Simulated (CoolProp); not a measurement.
Carbon monoxide along the isobar 47.4 bar: fugacity coefficient from the reference equation and from simpler models built on Tc = 132.9 K, pc = 34.98 bar, ω = 0.050; each cubic takes its own stable root.

Computed with CoolProp (reference Helmholtz-energy equation of state, Lemmon 2006). It is a short technical equation, of lower accuracy than the large ones.

```tsv
T (K)	phase	reference
105.7	liquid	0.1748
138.2	supercritical	0.6019
170.7	supercritical	0.8064
203.2	supercritical	0.8939
235.6	supercritical	0.9417
268.1	supercritical	0.9701
300.6	supercritical	0.9878
333.1	supercritical	0.9991
365.6	supercritical	1.007
```

How far does each simpler model (Redlich-Kwong, Soave-Redlich-Kwong) lie from the reference over these 9 states: mean and median of the absolute difference, and the worst?


- Redlich-Kwong: mean 0.9 %, median 0.8 %, worst +2.1 % at 105.7 K and 47.4 bar
- Soave-Redlich-Kwong: mean 0.7 %, median 0.8 %, worst +1.1 % at 105.7 K and 47.4 bar
